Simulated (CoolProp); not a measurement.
Values from CoolProp's reference Helmholtz-energy equation of state, Thol 2015.

### Question
For octamethylcyclotetrasiloxane (D4), give the phase and the Z, speed of sound (m/s), isothermal compressibility (1/MPa), expansivity (1/kK) at 346.85 °C and 5.05 MPa; 346.85 °C and 6.74 MPa; 346.85 °C and 11.8 MPa.

### Answer
- 346.85 °C and 5.05 MPa: supercritical; Z 0.535, speed of sound 216, isothermal compressibility 0.0451, expansivity 3.34
- 346.85 °C and 6.74 MPa: supercritical; Z 0.673, speed of sound 264, isothermal compressibility 0.0280, expansivity 2.52
- 346.85 °C and 11.8 MPa: supercritical; Z 1.07, speed of sound 364, isothermal compressibility 0.0131, expansivity 1.65
